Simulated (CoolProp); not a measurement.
Vapour-liquid equilibrium of ethane (1) + propane (2) at 210.3 K; x and y are mole fractions of (1).

Computed with CoolProp (multi-fluid Helmholtz-energy mixture model, Bücker 2006 and Lemmon 2009; pair parameters Kunz 2012).

Problem. Give the bubble pressure and the first vapour's composition at x = 0.15, 0.25, 0.35. Is there an azeotrope?

Solution. x = 0.15: 0.7833 bar, y = 0.594; x = 0.25: 1.060 bar, y = 0.731; x = 0.35: 1.342 bar, y = 0.813. No azeotrope shows between x = 0.05 and 0.95.

The pair parameters rest on a limited set of measurements; away from them the model extrapolates.
